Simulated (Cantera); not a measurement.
**Stirred combustor or abatement burner**

A perfectly stirred reactor is fed with 2.10 % C3H8, 20.5 % O2, 77.4 % N2, equivalence ratio 0.51, at 4.93 atm; it is adiabatic with a 600 K inlet, and is followed from long to short residence time, starting on the burning branch (τ in s: 0.2, 0.086, 0.037, 0.016, 0.0068, 0.0029, 0.0013, 0.00054, 0.00023, 0.0001, 4.3e-05).

Model: GRI-Mech 3.0 (53 species, 325 reactions), integrated in Cantera. GRI-Mech 3.0 was tuned for natural gas; its chemistry of propane as a main component is partial and can be far from experiment.

| τ (s) | T (K) | x C3H8 | x O2 | x OH | x HO2 | x C2H4 | x H2O |
|---|---|---|---|---|---|---|---|
| 0.20 | 1770 | 2.63e-7 | 0.0985 | 0.000378 | 1.09e-6 | 1.21e-6 | 0.0819 |
| 0.086 | 1769 | 5.40e-7 | 0.0985 | 0.000449 | 1.46e-6 | 2.31e-6 | 0.0819 |
| 0.037 | 1768 | 1.07e-6 | 0.0985 | 0.000552 | 2.16e-6 | 4.18e-6 | 0.0818 |
| 0.016 | 1765 | 2.02e-6 | 0.0986 | 0.000691 | 3.44e-6 | 7.29e-6 | 0.0817 |
| 0.0068 | 1761 | 3.78e-6 | 0.0987 | 0.000874 | 5.78e-6 | 1.26e-5 | 0.0815 |
| 0.0029 | 1753 | 6.92e-6 | 0.0990 | 0.00110 | 9.91e-6 | 2.13e-5 | 0.0812 |
| 0.0013 | 1742 | 1.21e-5 | 0.0995 | 0.00134 | 1.66e-5 | 3.49e-5 | 0.0809 |
| 0.00054 | 1720 | 2.29e-5 | 0.101 | 0.00159 | 2.98e-5 | 6.11e-5 | 0.0803 |
| 0.00023 | 1679 | 4.65e-5 | 0.103 | 0.00171 | 5.47e-5 | 0.000115 | 0.0795 |
| 0.00010 | 600 | 0.0210 | 0.205 | <1e-12 | <1e-12 | <1e-12 | <1e-12 |
| 4.3e-5 | 600 | 0.0210 | 0.205 | <1e-12 | <1e-12 | <1e-12 | <1e-12 |
x: mole fraction; the columns are a selection and need not sum to one.
